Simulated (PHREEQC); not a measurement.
A made-up water analysis in mmol/kgw, 20 °C, pH 7.17, pe 10.3: Na 3.38; K 2.81; Ca 1.87; Mg 0.661; Cl 1.78; S(6) 0.271; Alkalinity (meq/kgw) 9.09; Br 0.0242; Ba 0.00142; Cd 0.0519; Pb 0.0175; Si 0.00296; Zn 0.179.

Valence states are taken as typed.

Model: ion-association model, phreeqc.dat, run in PHREEQC.

Q: The ionic strength comes out as 0.0138 mol/kgw. What activity coefficients do CdHCO3+, Zn(CO3)2-2, SO4-2, NaSO4-, CaHCO3+ get?

A: CdHCO3+ 0.89, Zn(CO3)2-2 0.63, SO4-2 0.63, NaSO4- 0.89, CaHCO3+ 0.90.

No solid was allowed to form. Saturation is exceeded, for instance for Otavite, Cerussite; the values hold only as long as no solid forms. The database's cadmium carbonate complexes are estimates of doubtful size. The database's zinc carbonate complexes are estimates, stronger than later reviews accept.
